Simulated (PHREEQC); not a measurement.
# Copper plating or etch bath (model solution)

Solution (25 °C): 7.6 mmol/kgw Cu(BF4)2, 12 mmol/kgw HBF4 and 190 mmol/kgw Na2SO4. Closed to the air; pH follows from the charge balance.

Model: ion-association model, phreeqc.dat, run in PHREEQC.

Each row changes one thing in this solution. No solid was allowed to form.

```
case                                               pH  ionic strength (mol/kgw)  Na+ (mol/kgw)  SO4-2 (mol/kgw)  NaSO4- (mol/kgw)  BF4- (mol/kgw)
-----------------------------------------------  ----  ------------------------  -------------  ---------------  ----------------  --------------
as made                                          2.57                     0.476          0.333            0.129            0.0468          0.0240
HBF4 left out                                    3.13                     0.477          0.331            0.135            0.0484          0.0119
diluted 100-fold with water                      3.36                   0.00624        0.00377          0.00180           2.45e-5         6.67e-7
temperature from 25 to 85 °C                     3.03                     0.463          0.329                ?                 ?          0.0205
diluted 2-fold with water                        2.73                     0.252          0.173           0.0715            0.0168          0.0111
Cu(BF4)2 replaced by NaBF4 at the same molality     ?                     0.474              ?            0.132            0.0486          0.0168
diluted 10-fold with water                       2.98                    0.0556         0.0366           0.0164                 ?         0.00142
```

Fill in the missing entries.


- temperature from 25 to 85 °C, SO4-2 (mol/kgw): 0.122
- temperature from 25 to 85 °C, NaSO4- (mol/kgw): 0.0505
- Cu(BF4)2 replaced by NaBF4 at the same molality, pH: 2.58
- Cu(BF4)2 replaced by NaBF4 at the same molality, Na+ (mol/kgw): 0.339
- diluted 10-fold with water, NaSO4- (mol/kgw): 0.00134

Species that the database lacks are ignored. Constants without temperature data keep their 25 °C values here. Real BF4- forms and hydrolyses slowly; the run takes it at equilibrium.
